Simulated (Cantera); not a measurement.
A perfectly stirred reactor is fed with C₂H₆ : N₂ = 1 : 1.7 (molar parts), at 10.00 Torr; it is held at 1700 K, and followed from long to short residence time.

Computed with Cantera and GRI-Mech 3.0 (53 species, 325 reactions). GRI-Mech 3.0 stops at C3 and has no aromatics, soot or wall deposition, so with more carbon than oxygen in the feed, carbon stays in small species such as C2H2 where larger ones or solid carbon would form. Radical loss at walls, strong at low pressure, is not modelled.

Question: Predict: x(C₂H₆) at τ = 4.30 s; x(C₂H₄) at τ = 4.30 s; x(CH₃) at τ = 4.30 s; x(H) at τ = 4.30 s; x(C₂H) at τ = 4.30 s; x(C₂H₆) at τ = 71.0 ms; x(C₂H₄) at τ = 71.0 ms; x(CH₃) at τ = 71.0 ms; x(H) at τ = 71.0 ms; x(C₂H) at τ = 71.0 ms.

Answer: 
```json
{
 "x(C₂H₆) at τ = 4.30 s": "2.27e-5",
 "x(C₂H₄) at τ = 4.30 s": "0.000210",
 "x(CH₃) at τ = 4.30 s": "0.000774",
 "x(H) at τ = 4.30 s": "0.00110",
 "x(C₂H) at τ = 4.30 s": "3.13e-6",
 "x(C₂H₆) at τ = 71.0 ms": "0.00116",
 "x(C₂H₄) at τ = 71.0 ms": "0.00599",
 "x(CH₃) at τ = 71.0 ms": "0.00591",
 "x(H) at τ = 71.0 ms": "0.00144",
 "x(C₂H) at τ = 71.0 ms": "4.35e-6"
}
```
